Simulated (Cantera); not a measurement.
Mixture: CH₄ : H₂ : O₂ : N₂ = 1 : 0.095 : 3.72 : 14 (molar parts), equivalence ratio 0.55, at 10.0 bar, adiabatic and at constant pressure. Ignition delay is the time to a rise of 400 K.

Cantera simulation using GRI-Mech 3.0 (53 species, 325 reactions); the numbers are that mechanism's predictions, not measurements.

Q: What does this change do: constant volume in place of constant pressure?

A: 
```tsv
quantity	before	after
delay at 1225 K	1.15 ms	1.08 ms
delay at 1300 K	0.564 ms	0.530 ms
delay at 1375 K	0.288 ms	0.270 ms
delay at 1450 K	0.151 ms	0.142 ms
delay at 1525 K	82.5 µs	77.1 µs
delay at 1600 K	46.7 µs	43.6 µs
apparent activation energy between 1450 and 1600 K	150 kJ/mol	150 kJ/mol
```
